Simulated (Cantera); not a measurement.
Formation from one mole of O2

Cantera with NASA thermochemical tables; ideal gases at 1 bar, condensed phases pure. Values are per mole of reaction as written; species without (g) are pure solids or liquids, kept so even where they would boil at 1 bar.

1.333 Ti + O2(g) → 0.6667 Ti2O3

```csv
T (K),ΔH° (kJ),ΔS° (J/K),ΔG° (kJ),log10 K,condensed phases
700,-1006.4,-179.8,-880.5,65.70,"Ti(α), Ti2O3(s)"
800,-1004.3,-177.0,-862.7,56.33,"Ti(α), Ti2O3(s)"
900,-1002.2,-174.5,-845.1,49.05,"Ti(α), Ti2O3(s)"
1000,-1000.2,-172.4,-827.8,43.24,"Ti(α), Ti2O3(s)"
1100,-998.6,-170.9,-810.6,38.49,"Ti(α), Ti2O3(s)"
1200,-1002.2,-174.0,-793.4,34.53,"Ti(β), Ti2O3(s)"
1300,-999.7,-172.0,-776.1,31.18,"Ti(β), Ti2O3(s)"
1400,-997.4,-170.3,-759.0,28.32,"Ti(β), Ti2O3(s)"
```

0.6667 Cr + O2(g) → 0.6667 CrO3(g)

```json
[
 {"T (K)": "700", "ΔH° (kJ)": "-196.7", "ΔS° (J/K)": "-46.7", "ΔG° (kJ)": "-163.9", "log10 K": "12.23"},
 {"T (K)": "800", "ΔH° (kJ)": "-196.9", "ΔS° (J/K)": "-47.0", "ΔG° (kJ)": "-159.2", "log10 K": "10.40"},
 {"T (K)": "900", "ΔH° (kJ)": "-197.1", "ΔS° (J/K)": "-47.3", "ΔG° (kJ)": "-154.5", "log10 K": "8.97"},
 {"T (K)": "1000", "ΔH° (kJ)": "-197.4", "ΔS° (J/K)": "-47.6", "ΔG° (kJ)": "-149.8", "log10 K": "7.82"},
 {"T (K)": "1100", "ΔH° (kJ)": "-197.8", "ΔS° (J/K)": "-48.0", "ΔG° (kJ)": "-145.0", "log10 K": "6.89"},
 {"T (K)": "1200", "ΔH° (kJ)": "-198.4", "ΔS° (J/K)": "-48.5", "ΔG° (kJ)": "-140.2", "log10 K": "6.10"},
 {"T (K)": "1300", "ΔH° (kJ)": "-199.0", "ΔS° (J/K)": "-49.0", "ΔG° (kJ)": "-135.3", "log10 K": "5.44"},
 {"T (K)": "1400", "ΔH° (kJ)": "-199.8", "ΔS° (J/K)": "-49.6", "ΔG° (kJ)": "-130.4", "log10 K": "4.86"}
]
```

4 Al + O2(g) → 2 Al2O(g)

```tsv
T (K)	ΔH° (kJ)	ΔS° (J/K)	ΔG° (kJ)	log10 K	condensed phases
700	-300.6	165.0	-416.1	31.05	Al(s)
800	-304.1	160.4	-432.4	28.23	Al(s)
900	-308.3	155.4	-448.2	26.01	Al(s)
1000	-355.5	105.0	-460.5	24.05	Al(l)
1100	-359.5	101.2	-470.8	22.35	Al(l)
1200	-363.5	97.6	-480.7	20.92	Al(l)
1300	-367.6	94.4	-490.3	19.70	Al(l)
1400	-371.6	91.4	-499.6	18.64	Al(l)
```

Zr + O2(g) → ZrO2(g)

```tsv
T (K)	ΔH° (kJ)	ΔS° (J/K)	ΔG° (kJ)	log10 K	condensed phases
700	-288.8	24.1	-305.6	22.81	Zr(α)
800	-289.5	23.2	-308.0	20.11	Zr(α)
900	-290.3	22.2	-310.3	18.01	Zr(α)
1000	-291.2	21.3	-312.5	16.32	Zr(α)
1100	-292.2	20.3	-314.5	14.94	Zr(α)
1200	-297.1	16.0	-316.3	13.77	Zr(β)
1300	-297.9	15.4	-317.9	12.77	Zr(β)
1400	-298.7	14.8	-319.4	11.92	Zr(β)
```
